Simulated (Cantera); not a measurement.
Feed: 1 mol Al(CH3)3, 2.5 mol N2O, a varied amount of N2, held at 0.308 Torr.

Method: chemical equilibrium by Gibbs-energy minimisation in Cantera with the NASA 1993 tables (ideal gas, pure condensed phases). Candidate condensed phases: Al, AlN, Al2O3, C, C6H6, C7H8, C8H18, H2O; 148 gas species. The feed counts by its element totals alone. The numbers say what is thermodynamically allowed, not how fast it happens.

Problem. What condenses at these points (T in K, n(N2) in mol): (2175, 190); (2075, 39); (1875, 39); (1775, 57); (1875, 47); (1475, 130)?

Solution. 
```csv
T (K),n(N2) in mol,condensed phases,Al condensed (%)
2175,190,gas only,0.0
2075,39,C,0.0
1875,39,C,0.0
1775,57,C,0.0
1875,47,C,0.0
1475,130,AlN + C,100.0
```
